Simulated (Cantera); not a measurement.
Input: 1 mol SiC, 0.64 mol CO2, a varied amount of H2, equilibrated at 2000 K and 14.0 mbar.

Method: chemical equilibrium by Gibbs-energy minimisation in Cantera with the NASA 1993 tables (ideal gas, pure condensed phases). Candidate condensed phases: C, C6H6, C7H8, C8H18, H2O, Si, SiC, SiO2; 123 gas species. Gases not in the tables: Si2H6 and higher silanes. The numbers say what is thermodynamically allowed, not how fast it happens.

At 18 mol H2, list the 4 most abundant gas species with their mole fractions, and the condensed phases.

H2 0.920, CO 0.0500, SiO 0.0159, H 0.0132. Condensed: SiC(s).
